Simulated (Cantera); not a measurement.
Charge: 1 mol C3H6, 0.17 mol CO2, 0.88 mol H2, held at 1725 K and 0.0100 bar.

Equilibrium computed with Cantera from the NASA thermochemical tables; the gas is ideal and each condensed phase is pure. Candidate condensed phases: C, C6H6, C7H8, C8H18, H2O; 110 gas species. The numbers say what is thermodynamically allowed, not how fast it happens.

Base state: H2 0.918, CO 0.0805, H 0.00178, C2H2 (acetylene) 8.45e-5 (mole fractions); condensed: C(graphite).

**Question.** What changes in the equilibrium state with this change: CO2 from 0.17 to 2.3 mol?

**Answer.** 
```
species            before    after
----------------  -------  -------
CO                 0.0805    0.542
H2                  0.918    0.457
H                 0.00178  0.00125
C2H2 (acetylene)  8.45e-5  4.21e-5
C(graphite), mol     2.83    0.699
```

**Question.** What changes in the equilibrium state with this change: temperature from 1725 K to 1525 K?

**Answer.** 
```json
[
 {"species": "H2", "before": "0.918", "after": "0.919"},
 {"species": "CO", "before": "0.0805", "after": "0.0806"},
 {"species": "H", "before": "0.00178", "after": "0.000227"},
 {"species": "C2H2 (acetylene)", "before": "8.45e-5", "after": "1.11e-5"},
 {"species": "CH4", "before": "8.41e-6", "after": "1.93e-5"},
 {"species": "C(graphite), mol", "before": "2.83", "after": "2.83"}
]
```
